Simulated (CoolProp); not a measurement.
Vapour pressure (MPa) of n-perfluorohexane: the reference equation beside estimates from Tc = 448.0 K, pc = 1.742 MPa, ω = 0.497. Clausius-Clapeyron is anchored at 262.7 K with a constant enthalpy of vaporisation of 34.46 kJ/mol.

Model: reference Helmholtz-energy equation of state, Gao 2022, in CoolProp.

```tsv
T (K)	reference	Lee-Kesler	Clausius-Clapeyron	van der Waals	Redlich-Kwong	Soave-Redlich-Kwong	Peng-Robinson
207.9	5.456e-5	5.874e-5	7.408e-5	0.02869	0.001313	5.963e-5	7.155e-5
215.7	0.0001228	0.0001294	0.0001523	0.03731	0.002294	0.0001313	0.0001537
223.5	0.0002576	0.0002670	0.0002979	0.04767	0.003813	0.0002706	0.0003101
231.4	0.0005125	0.0005242	0.0005611	0.06012	0.006104	0.0005308	0.0005964
239.2	0.0009562	0.0009687	0.001006	0.07452	0.009346	0.0009793	0.001082
247	0.001698	0.001708	0.001739	0.09120	0.01383	…	0.001876
254.9	0.002904	0.002908	0.002925	0.1106	0.01996	0.002929	0.003144
262.7	0.004741	0.004732	0.004741	0.1323	0.02791	…	0.005047
270.5	0.007467	0.007441	0.007472	0.1569	0.03809	0.007470	0.007840
278.4	0.01145	0.01140	0.01154	0.1847	…	0.01143	…
286.2	0.01695	…	0.01732	0.2153	0.06692	0.01690	0.01743
294.1	0.02456	0.02448	0.02555	0.2495	0.08644	0.02448	0.02506
301.9	0.03457	0.03449	0.03678	0.2867	0.1096	0.03448	0.03507
309.7	0.04762	0.04758	0.05197	0.3274	…	0.04755	0.04809
317.6	0.06457	0.06459	0.07250	0.3723	…	0.06457	0.06499
```

### Question
Some entries are withheld; supply them.

### Answer

- 247, Soave-Redlich-Kwong: 0.001724
- 262.7, Soave-Redlich-Kwong: 0.004759
- 278.4, Redlich-Kwong: 0.05107
- 278.4, Peng-Robinson: 0.01188
- 286.2, Lee-Kesler: 0.01688
- 309.7, Redlich-Kwong: 0.1369
- 317.6, Redlich-Kwong: 0.1693

Absolute difference from the reference over all 15 rows, mean and median: Lee-Kesler 1.5 and 0.4 %, Clausius-Clapeyron 8.5 and 5.2 %, van der Waals 9304.0 and 2690.6 %, Redlich-Kwong 738.9 and 488.7 %, Soave-Redlich-Kwong 2.1 and 0.4 %, Peng-Robinson 9.9 and 6.5 %.
